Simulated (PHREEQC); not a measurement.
0.011 g of hydrous ferric oxide (600 m²/g; 0.2 weak and 0.005 strong sites per Fe, Dzombak-Morel constants, diffuse double layer) in 1 kg of water with 0.1 mol/kgw of an inert sodium salt and 3.4e-07 mol Na2SO4, 2.6e-07 mol CaCl2 and 1.5e-07 mol CuCl2, at 25 °C; the pH is set by adding NaOH or the inert anion's acid. O2 is buffered at 0.21 atm. No CO2 enters from the air. Precipitation was switched off in this run.

Base run: PHREEQC, ion-association model, wateq4f.dat. Each further column changes one thing. The table gives Cu sorbed (%).

| pH | base | no electrostatic term (-no_edl) | background salt from 0.1 to 0.01 mol/kgw | oxide from 0.011 to 0.055 g/kgw |
|---|---|---|---|---|
| 3 | 0.0 | 0.0 | 0.0 | 0.0 |
| 3.67 | 0.0 | 0.0 | 0.0 | 0.1 |
| 5 | 6.5 | 10.4 | 6.4 | 25.7 |
| 5.67 | 48.9 | 69.1 | 48.7 | 83.5 |
| 6.33 | 92.2 | 97.5 | 92.5 | 98.5 |
| 7.67 | 99.4 | 99.7 | 99.3 | 99.9 |
| 8.33 | 99.2 | 98.8 | 99.2 | 99.9 |
| 9 | 98.8 | 91.7 | 99.0 | 99.8 |
| 10.33 | 95.6 | 4.8 | 97.8 | 99.4 |
| 11 | 89.8 | 0.2 | 96.4 | 98.4 |

The database's constant for dissolved Cu(OH)2 is higher than later reviews accept. The oxide is taken as insoluble; below pH 4 it would dissolve.
